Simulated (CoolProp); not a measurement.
Saturation properties of R1132(E).

Computed with CoolProp (reference Helmholtz-energy equation of state, Akasaka 2024).

```
T (K)  p (kPa)  liquid density (kg/m³)  enthalpy of vaporisation (kJ/kg)
-----  -------  ----------------------  --------------------------------
273.2    817.6                    1002                             251.1
281       1034                   977.3                             240.6
288.7     1287                   951.2                             229.6
296.5     1588                   922.8                             217.3
304.3     1937                   891.9                             203.9
312       2335                   858.2                             189.1
319.8     2797                   819.8                             172.0
327.6     3324                   775.2                             152.0
335.3     3917                   721.4                             127.5
343.1     4602                   644.7                             92.54
```
